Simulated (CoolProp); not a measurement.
R410A at 293.15 K and 0.211 MPa flows at 0.074 m/s in a round tube of 10 mm bore and 45 µm roughness, fully developed (64/Re and Nu = 3.66 if laminar; Colebrook and Gnielinski if turbulent). Each further row changes one setting.

Values from CoolProp's reference Helmholtz-energy equation of state, Lemmon 2003. It is a pseudo-pure fit of the blend.

| case | Reynolds number | Darcy friction factor | pressure drop (Pa/m) | heat-transfer coefficient (W/(m² K)) | mass flow (kg/h) |
|---|---|---|---|---|---|
| as stated | 378 | ___ | 0.300 | 4.79 | 0.135 |
| velocity 0.148 m/s | 755 | 0.0847 | ___ | 4.79 | 0.271 |
| diameter 20 mm | 755 | 0.0847 | ___ | ___ | ___ |

Task: Complete the blanks.

Result: 
- as stated, Darcy friction factor: 0.169
- velocity 0.148 m/s, pressure drop (Pa/m): 0.601
- diameter 20 mm, pressure drop (Pa/m): 0.0751
- diameter 20 mm, heat-transfer coefficient (W/(m² K)): 2.39
- diameter 20 mm, mass flow (kg/h): 0.542

Viscosity comes from a separate model (Geller 2000). Thermal conductivity comes from a separate model (Geller 2001).
